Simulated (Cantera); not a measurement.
A Cantera script and what it prints.

```python
import numpy as np
import cantera as ct

gas_names = """
    CL CL2 H HCL H2 Si SiCL SiCL2 SiCL3 SiCL4 SiH SiHCL3 SiH2 SiH2CL2 SiH3 SiH3CL SiH4 Si2 Si3
""".split()
cond_names = """
    Si(cr) Si(L)
""".split()


def load(file, names, dense=False):
    # The tables refer to 1 bar. Condensed volumes are neglected.
    table = {s.name: s for s in ct.Species.list_from_file(file)}
    out = []
    for n in names:
        d = dict(table[n].input_data)
        d["thermo"] = dict(d["thermo"], **{"reference-pressure": 1e5})
        if dense:
            d["equation-of-state"] = {"model": "constant-volume", "density": "1e6 g/cm^3"}
        out.append(ct.Species.from_dict(d))
    return out


gas = ct.Solution(thermo="ideal-gas", species=load("nasa_gas.yaml", gas_names))
cond = {s.name: ct.Solution(thermo="fixed-stoichiometry", species=[s], name=s.name)
        for s in load("nasa_condensed.yaml", cond_names, dense=True)}
atoms = {
    'Si': {'Si': 1},
    'HCl': {'H': 1, 'CL': 1},
    'H2': {'H': 2},
}
top_T = {}  # K; cautious upper limits of use, not melting points


def equilibrate(T, P, feed):
    n = {}
    for name, mol in feed.items():
        for a, k in atoms[name].items():
            n[a] = n.get(a, 0.0) + k * mol
    gas.TPX = T, P, n
    mass = sum(n.values()) * gas.mean_molecular_weight
    gas.equilibrate("TP")
    valid = [c for c in cond.values() if c.min_temp <= T <= top_T.get(c.name, c.max_temp)]
    mix = ct.Mixture([(gas, mass / gas.mean_molecular_weight)] + [(c, 0.0) for c in valid])
    mix.T, mix.P = T, P
    mix.equilibrate("TP", solver="vcs", rtol=1e-11, max_steps=5000)
    return mix


results = []
feed = {'Si': 1, 'HCl': 3.9, 'H2': 17}  # mol
T = 1448  # K
P = 100000  # Pa
mix = equilibrate(T, P, feed)
results.append((T, P, feed, dict(zip(mix.species_names, mix.species_moles))))
x = sorted(zip(gas.X, gas.species_names), reverse=True)
print(f"T = {T:g} K  P = {P:g} Pa  gas = {mix.phase_moles(0):.4g} mol")
print("   x: " + "  ".join(f"{s} {v:.3e}" for v, s in x if v > 0.0001))
print("   condensed (mol): " + ("  ".join(f"{mix.phase(i).name} {mix.phase_moles(i):.4g}"
      for i in range(1, mix.n_phases) if mix.phase_moles(i) > 1e-12) or "none"))
```

Result:

```
T = 1448 K  P = 100000 Pa  gas = 20.54 mol
   x: H2 8.792e-01  HCL 7.843e-02  SiCL2 2.154e-02  SiCL4 6.882e-03  SiHCL3 6.599e-03  SiCL3 6.352e-03  SiH2CL2 9.785e-04
   condensed (mol): Si(cr) 0.1292
```

Cantera equilibrium calculation (NASA polynomials, part measured and part estimated; ideal gas, pure solids and liquids). The tables' values for SiCl3 are old estimates; treat these amounts as uncertain.
